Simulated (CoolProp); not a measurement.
Vapour-liquid equilibrium of R22 (1) + R114 (2) at 0.843 MPa; x and y are mole fractions of (1).

Model: multi-fluid Helmholtz-energy mixture model, Kamei 1995 and Platzer 1990; pair parameters Bell 2016, in CoolProp. This equation is an older, rougher fit; its heat capacities, sound speeds and derivatives of the liquid may be far off and weren't checked against measurements.

Question: Give the bubble temperature and the first vapour's composition at x = 0.25, 0.45, 0.75. Is there an azeotrope?

Answer: x = 0.25: 46.8 °C, y = 0.571; x = 0.45: 35.5 °C, y = 0.744; x = 0.75: 24.5 °C, y = 0.899. No azeotrope shows between x = 0.05 and 0.95.

Pair parameters are fitted to limited data, so mixtures are less certain than the pure fluids.
